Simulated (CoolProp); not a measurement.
Aqueous ethanol as a coolant, at 0 °C, 1 atm.

Values from CoolProp's Melinder's fits for secondary coolants.

```tsv
mass %	freezing point (°C)	Prandtl number	viscosity (mPa s)	cp (kJ/(kg K))	conductivity (W/(m K))
3.5	-1.4	17.9	2.25	4.303	[?]
10.5	[?]	30.1	[?]	4.405	0.500
17.5	-9.2	45.5	4.77	4.397	0.461
24.5	-15.0	60.8	[?]	4.292	0.425
31.5	-21.6	72.2	6.83	4.124	0.390
38.5	-28.2	77.8	7.09	3.933	0.359
45.5	-34.2	78.2	6.88	3.748	0.330
52.6	[?]	[?]	6.35	3.566	0.302
59.6	-44.6	68.0	5.63	3.345	0.277
```

**Question.** Complete the blanks.

**Answer.** 
- 3.5, conductivity (W/(m K)): 0.540
- 10.5, freezing point (°C): -4.6
- 10.5, viscosity (mPa s): 3.41
- 24.5, viscosity (mPa s): 6.02
- 52.6, freezing point (°C): -39.5
- 52.6, Prandtl number: 74.8
